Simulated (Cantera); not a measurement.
A Cantera script and what it prints.

```python
import numpy as np
import cantera as ct

gas_names = """
    H HO2 H2 H2O H2O2 O OH O2 O3 Pb PbO Pb2
""".split()
cond_names = """
    H2O(s) H2O(L) Pb(cr) Pb(L) PbO(rd) PbO(yw) PbO(L) PbO2(s) Pb3O4(s)
""".split()


def load(file, names, dense=False):
    # The tables refer to 1 bar. Condensed volumes are neglected.
    table = {s.name: s for s in ct.Species.list_from_file(file)}
    out = []
    for n in names:
        d = dict(table[n].input_data)
        d["thermo"] = dict(d["thermo"], **{"reference-pressure": 1e5})
        if dense:
            d["equation-of-state"] = {"model": "constant-volume", "density": "1e6 g/cm^3"}
        out.append(ct.Species.from_dict(d))
    return out


gas = ct.Solution(thermo="ideal-gas", species=load("nasa_gas.yaml", gas_names))
cond = {s.name: ct.Solution(thermo="fixed-stoichiometry", species=[s], name=s.name)
        for s in load("nasa_condensed.yaml", cond_names, dense=True)}
atoms = {
    'Pb': {'Pb': 1},
    'H2O': {'H': 2, 'O': 1},
    'H2': {'H': 2},
}
top_T = {'Pb3O4(s)': 820}  # K; cautious upper limits of use, not melting points


def equilibrate(T, P, feed):
    n = {}
    for name, mol in feed.items():
        for a, k in atoms[name].items():
            n[a] = n.get(a, 0.0) + k * mol
    gas.TPX = T, P, n
    mass = sum(n.values()) * gas.mean_molecular_weight
    gas.equilibrate("TP")
    valid = [c for c in cond.values() if c.min_temp <= T <= top_T.get(c.name, c.max_temp)]
    mix = ct.Mixture([(gas, mass / gas.mean_molecular_weight)] + [(c, 0.0) for c in valid])
    mix.T, mix.P = T, P
    mix.equilibrate("TP", solver="vcs", rtol=1e-11, max_steps=5000)
    return mix


results = []
feed = {'Pb': 1, 'H2O': 0.73, 'H2': 1.9}  # mol
P = 10  # Pa
for T in [750, 825, 900, 975, 1050, 1125, 1200, 1275, 1350, 1425, 1500, 1575, 1650, 1725]:
    mix = equilibrate(T, P, feed)
    results.append((T, P, feed, dict(zip(mix.species_names, mix.species_moles))))

top = {s: max(r[3][s] / sum(r[3][g] for g in gas_names) for r in results) for s in gas_names}
cols = sorted((s for s in top if top[s] > 0.001), key=lambda s: -top[s])[:9]
seen = [c for c in cond_names if any(r[3].get(c, 0) > 1e-12 for r in results)]
print("log10 of partial pressures in bar; condensed amounts in mol")
print(f"{'T/K':>10s}" + "".join(f"{s[:9]:>10s}" for s in cols + seen))
for T, P, feed, n in results:
    ng = sum(n[g] for g in gas_names)
    print(f"{T:10.4g}" + "".join(f"{np.log10(max(n[s] / ng * P / 1e5, 1e-99)):10.3f}" for s in cols)
          + "".join(f"{n.get(c, 0):10.4g}" for c in seen))
```

It prints:

```
log10 of partial pressures in bar; condensed amounts in mol
       T/K        H2       H2O        Pb         H     Pb(L)
       750    -4.141    -4.557    -8.023   -14.570    0.9998
       825    -4.142    -4.557    -6.843   -13.171    0.9962
       900    -4.147    -4.563    -5.864   -12.006    0.9635
       975    -4.183    -4.598    -5.038   -11.033    0.7346
      1050    -4.281    -4.697    -4.560   -10.232         0
      1125    -4.281    -4.697    -4.560    -9.493         0
      1200    -4.281    -4.697    -4.560    -8.845         0
      1275    -4.281    -4.697    -4.560    -8.273         0
      1350    -4.281    -4.697    -4.560    -7.763         0
      1425    -4.281    -4.697    -4.560    -7.307         0
      1500    -4.282    -4.697    -4.560    -6.895         0
      1575    -4.283    -4.697    -4.561    -6.523         0
      1650    -4.285    -4.698    -4.562    -6.184         0
      1725    -4.289    -4.701    -4.563    -5.876         0
```

Cantera equilibrium calculation (NASA polynomials, part measured and part estimated; ideal gas, pure solids and liquids).
